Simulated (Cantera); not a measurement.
An isothermal, constant-pressure homogeneous reactor starts with C₂H₆ : H₂ = 1 : 2 (molar parts), at 1425 K and 20.0 Torr. Integrator tolerance rtol = 1e-08.

Cantera simulation using GRI-Mech 3.0 (53 species, 325 reactions); the numbers are that mechanism's predictions, not measurements. GRI-Mech 3.0 stops at C3 and has no aromatics, soot or wall deposition, so with more carbon than oxygen in the feed, carbon stays in small species such as C2H2 where larger ones or solid carbon would form. Radical loss at walls, strong at low pressure, is not modelled.

Problem. What does this change do: C2H6 1 to 0.15 parts?

Solution. 
```
quantity                                             before                                      after
-----------------  ----------------------------------------  -----------------------------------------
x(C₂H₆) at 90.0 s   3.76e-6 (gas-phase equilibrium 8.34e-7)    1.26e-6 (gas-phase equilibrium 3.36e-7)
x(H₂) at 90.0 s         0.759 (gas-phase equilibrium 0.788)        0.919 (gas-phase equilibrium 0.932)
x(CH₄) at 90.0 s      0.0585 (gas-phase equilibrium 0.0163)      0.0354 (gas-phase equilibrium 0.0112)
x(CH₂) at 90.0 s   1.24e-9 (gas-phase equilibrium 5.49e-10)  7.25e-10 (gas-phase equilibrium 3.20e-10)
x(CH₃) at 90.0 s    4.47e-5 (gas-phase equilibrium 1.55e-5)    2.64e-5 (gas-phase equilibrium 9.81e-6)
x(C₂H₂) at 90.0 s       0.181 (gas-phase equilibrium 0.193)      0.0450 (gas-phase equilibrium 0.0555)
```

Problem. What does this change do: temperature 1425 to 1800 K?

Solution. 
```json
[
 {"quantity": "x(C₂H₆) at 90.0 s", "before": "3.76e-6 (gas-phase equilibrium 8.34e-7)", "after": "2.71e-9 (gas-phase equilibrium 2.71e-9)"},
 {"quantity": "x(H₂) at 90.0 s", "before": "0.759 (gas-phase equilibrium 0.788)", "after": "0.798 (gas-phase equilibrium 0.798)"},
 {"quantity": "x(CH₄) at 90.0 s", "before": "0.0585 (gas-phase equilibrium 0.0163)", "after": "0.000490 (gas-phase equilibrium 0.000490)"},
 {"quantity": "x(CH₂) at 90.0 s", "before": "1.24e-9 (gas-phase equilibrium 5.49e-10)", "after": "6.79e-8 (gas-phase equilibrium 6.79e-8)"},
 {"quantity": "x(CH₃) at 90.0 s", "before": "4.47e-5 (gas-phase equilibrium 1.55e-5)", "after": "2.44e-5 (gas-phase equilibrium 2.44e-5)"},
 {"quantity": "x(C₂H₂) at 90.0 s", "before": "0.181 (gas-phase equilibrium 0.193)", "after": "0.200 (gas-phase equilibrium 0.200)"}
]
```
